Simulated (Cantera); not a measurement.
A closed system holds: 1 mol CH3F, 0.36 mol CH4, 11 mol H2, equilibrated at 338 Torr.

Method: chemical equilibrium by Gibbs-energy minimisation in Cantera with the NASA 1993 tables (ideal gas, pure condensed phases). Candidate condensed phases: C, C6H6, C7H8, C8H18; 95 gas species. Kinetics and transport are ignored.

Problem. At 1123 K, list the 3 most abundant gas species with their mole fractions, and the condensed phases.

Solution. H2 0.915, HF 0.0737, CH4 0.0111. Condensed: C(graphite).
